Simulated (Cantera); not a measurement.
**Catalytic combustion on Pt**

An isothermal plug-flow reactor at 573 K and 0.590 bar (inlet), inlet velocity 3.3 m/s, active area per volume 3000 1/m; feed 2.03 % H2, 9.01 % O2, 89.0 % N2.

Computed with Cantera and Deutschmann's 1995 Pt surface mechanism with GRI-Mech 3.0 gas chemistry. Catalytic surfaces can have several steady states; this one follows from the mechanism file's or the stated starting coverage. Mass transfer to the wall is taken as infinitely fast.

| z (m) | x H2 | x O2 | x H2O | θ free Pt | θ O* | θ OH* |
|---|---|---|---|---|---|---|
| 5.4e-05 | 0.0134 | 0.0869 | 0.00697 | 0.245 | 0.734 | 0.0205 |
| 0.00012 | 0.00935 | 0.0851 | 0.0110 | 0.175 | 0.805 | 0.0196 |
| 0.00025 | 0.00582 | 0.0834 | 0.0146 | 0.111 | 0.871 | 0.0173 |
| 0.00054 | 0.00313 | 0.0822 | 0.0173 | 0.0607 | 0.925 | 0.0138 |
| 0.0012 | 0.00151 | 0.0815 | 0.0189 | 0.0297 | 0.960 | 0.0101 |
| 0.0025 | 0.000748 | 0.0811 | 0.0197 | 0.0147 | 0.978 | 0.00727 |
| 0.0054 | 0.000350 | 0.0809 | 0.0201 | 0.00694 | 0.988 | 0.00505 |
x: gas mole fraction; θ: surface coverage.
